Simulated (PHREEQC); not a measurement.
1 kg of water holding 0.2 mol/kgw NaCl meets 20 L of dry gas (N2 1 by moles) at fixed total pressure, at 100 atm; fugacities by Peng-Robinson. The gases take part in no redox reaction, some water evaporates into the gas, and hydrates or a liquid gas phase aren't modelled. Precipitation was switched off in this run.

All values are PHREEQC results (ion-association model, phreeqc.dat), not measurements.

Predict dissolved N2 (mol/kgw) at T (°C) = 10, 20, 40, 80, 90.


```csv
T (°C),dissolved N2 (mol/kgw)
10,0.0688
20,0.0588
40,0.0470
80,0.0394
90,0.0393
```

Away from 25 °C the constants follow the database's enthalpies or fits; those with neither stay at their 25 °C values.
